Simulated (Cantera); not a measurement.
## Hydrocarbon pyrolysis for carbon deposition

An isothermal, constant-pressure homogeneous reactor starts with C₂H₆ : N₂ : H₂O = 1 : 2.7 : 0.0048 (molar parts), at 1950 K and 0.987 atm.

Detailed kinetics in Cantera: GRI-Mech 3.0 (53 species, 325 reactions). GRI-Mech 3.0 stops at C3 and has no aromatics, soot or wall deposition, so with more carbon than oxygen in the feed, carbon stays in small species such as C2H2 where larger ones or solid carbon would form.

```tsv
t (s)	x C₂H₆	x HCN	x CH₂	x C₂H	x C₂H₄	x C₂H₂
1.00e-6	0.201	2.36e-7	0.000127	4.15e-8	0.0146	0.000137
7.50e-6	0.0136	3.37e-6	9.30e-5	1.00e-5	0.0869	0.0532
5.62e-5	0.000183	4.10e-6	5.60e-6	4.23e-6	0.0179	0.133
0.000422	6.81e-5	4.47e-6	3.51e-6	4.43e-6	0.00144	0.155
0.00316	6.31e-6	6.38e-6	1.33e-6	5.04e-6	0.000587	0.169
0.0237	2.51e-7	9.95e-6	2.76e-7	5.32e-6	0.000539	0.173
0.178	1.18e-7	2.04e-5	1.69e-7	5.33e-6	0.000540	0.174
1.33	1.18e-7	0.000120	1.69e-7	5.33e-6	0.000540	0.174
10.0	1.18e-7	0.000924	1.69e-7	5.31e-6	0.000538	0.173
```
x: mole fraction; the columns are a selection and need not sum to one.

Equilibrium at this temperature and pressure: C₂H₆ 7.16e-8, HCN 0.138, CH₂ 1.31e-7, C₂H 3.22e-6, C₂H₄ 0.000327, C₂H₂ 0.105 (gas phase only).
